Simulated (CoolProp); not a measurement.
Properties of R134a along the isotherm 404.7 K (Tc = 374.2 K, pc = 4.059 MPa, ω = 0.327).

Values from CoolProp's reference Helmholtz-energy equation of state, Tillner-Roth 1994.

```csv
p (MPa),phase,Z,speed of sound (m/s),expansivity (1/kK)
1.69,gas,0.8815,171.5,?
3.38,gas,0.7416,150.9,?
5.07,supercritical,0.5668,129.2,15.45
6.77,supercritical,0.3892,131.6,?
8.46,supercritical,0.3671,179.3,?
10.1,supercritical,0.3936,220.0,8.857
11.8,supercritical,?,254.2,6.757
13.5,supercritical,0.4709,283.1,5.580
15.2,supercritical,0.5122,308.5,4.818
16.9,supercritical,0.5538,331.3,4.281
18.6,supercritical,0.5954,352.1,3.878
20.3,supercritical,0.6370,371.4,3.563
```

Question: What belongs in the gaps?

Answer: 
- 1.69, expansivity (1/kK): 3.853
- 3.38, expansivity (1/kK): 6.794
- 6.77, expansivity (1/kK): 26.46
- 8.46, expansivity (1/kK): 13.42
- 11.8, Z: 0.4307
